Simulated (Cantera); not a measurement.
Cantera run:

```python
import numpy as np
import cantera as ct

gas_names = """
    Cu Cu2 H H2 N NH NH2 NH3 N2 N2H2 N2H4
""".split()
cond_names = """
    Cu(cr) Cu(L)
""".split()


# ... load() reads the species with a 1 bar reference pressure and builds the phases ...
atoms = {
    'Cu': {'Cu': 1},
    'NH3': {'N': 1, 'H': 3},
    'N2': {'N': 2},
}
top_T = {}  # K; cautious upper limits of use, not melting points


# ... equilibrate(T, P, feed) seeds the gas with the atoms and calls Mixture.equilibrate('TP', solver="vcs", rtol=1e-11, max_steps=5000) ...
results = []
feed = {'Cu': 1, 'NH3': 0.3, 'N2': 160}  # mol
P = 580  # Pa
for T in [898, 998, 1098, 1198, 1298, 1398, 1498, 1598, 1698]:
    mix = equilibrate(T, P, feed)
    results.append((T, P, feed, dict(zip(mix.species_names, mix.species_moles))))

top = {s: max(r[3][s] / sum(r[3][g] for g in gas_names) for r in results) for s in gas_names}
cols = sorted((s for s in top if top[s] > 0.001), key=lambda s: -top[s])[:5]
seen = [c for c in cond_names if any(r[3].get(c, 0) > 1e-12 for r in results)]
print("log10 of partial pressures in bar; condensed amounts in mol")
print(f"{'T/K':>10s}" + "".join(f"{s[:9]:>10s}" for s in cols + seen))
for T, P, feed, n in results:
    ng = sum(n[g] for g in gas_names)
    print(f"{T:10.4g}" + "".join(f"{np.log10(max(n[s] / ng * P / 1e5, 1e-99)):10.3f}" for s in cols)
          + "".join(f"{n.get(c, 0):10.4g}" for c in seen))
```

Output:

```
log10 of partial pressures in bar; condensed amounts in mol
       T/K        N2        Cu        H2    Cu(cr)     Cu(L)
       898    -2.238   -12.788    -4.789         1         0
       998    -2.238   -10.842    -4.789         1         0
      1098    -2.238    -9.254    -4.789         1         0
      1198    -2.238    -7.935    -4.789    0.9997         0
      1298    -2.238    -6.822    -4.789    0.9958         0
      1398    -2.238    -5.887    -4.789         0    0.9641
      1498    -2.238    -5.100    -4.791         0    0.7794
      1598    -2.240    -4.446    -4.795         0         0
      1698    -2.241    -4.445    -4.800         0         0
```

Method: chemical equilibrium by Gibbs-energy minimisation in Cantera with the NASA 1993 tables (ideal gas, pure condensed phases).
